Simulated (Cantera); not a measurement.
A perfectly stirred reactor is fed with CH4 : H2 : O2 : N2 : CO2 = 1 : 0.39 : 2.31 : 8.69 : 0.081 (molar parts), equivalence ratio 0.95, at 510000 Pa; it is adiabatic with a 650 K inlet, and is followed from long to short residence time, starting on the burning branch (τ in s: 0.22, 0.082, 0.031, 0.011, 0.0042, 0.0016, 0.00057, 0.00021, 7.9e-05, 2.9e-05, 1.1e-05).

Detailed kinetics in Cantera: GRI-Mech 3.0 (53 species, 325 reactions).

Question: Predict: blow-out, bracketed by the residence times tried; x(CH4) at τ = 0.220 s; x(H2) at τ = 0.220 s; x(O2) at τ = 0.220 s; x(CH2O) at τ = 0.220 s; x(HO2) at τ = 0.220 s; x(CH4) at τ = 1.60 ms; x(H2) at τ = 1.60 ms; x(O2) at τ = 1.60 ms; x(CH2O) at τ = 1.60 ms; x(HO2) at τ = 1.60 ms.

Answer: 
| Item | Value |
|---|---|
| blow-out, bracketed by the residence times tried | burning at 11.0 µs, the shortest tried |
| x(CH4) at τ = 0.220 s | 2.17e-7 |
| x(H2) at τ = 0.220 s | 0.00306 |
| x(O2) at τ = 0.220 s | 0.0113 |
| x(CH2O) at τ = 0.220 s | 3.99e-8 |
| x(HO2) at τ = 0.220 s | 2.62e-6 |
| x(CH4) at τ = 1.60 ms | 2.17e-5 |
| x(H2) at τ = 1.60 ms | 0.00422 |
| x(O2) at τ = 1.60 ms | 0.0147 |
| x(CH2O) at τ = 1.60 ms | 4.07e-6 |
| x(HO2) at τ = 1.60 ms | 4.01e-6 |
